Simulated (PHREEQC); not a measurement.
Make-up at 25 °C: 0.045 mol NH4Cl, 0.0001 mol Na2HPO4 and 0.0012 mol KCl per kg of water. Closed to the air; pH follows from the charge balance.

Equilibrium calculation in PHREEQC: ion-association model, wateq4f.dat.

Problem. The ionic strength comes out as 0.0464 mol/kgw. What activity coefficients do Cl-, NH4+, Na+, K+, HPO4-2 get?

Solution. Cl- 0.82, NH4+ 0.83, Na+ 0.83, K+ 0.82, HPO4-2 0.47.

No solid was allowed to form. H3PO4, which wateq4f.dat lacks, is added to it with the constant of phreeqc.dat.
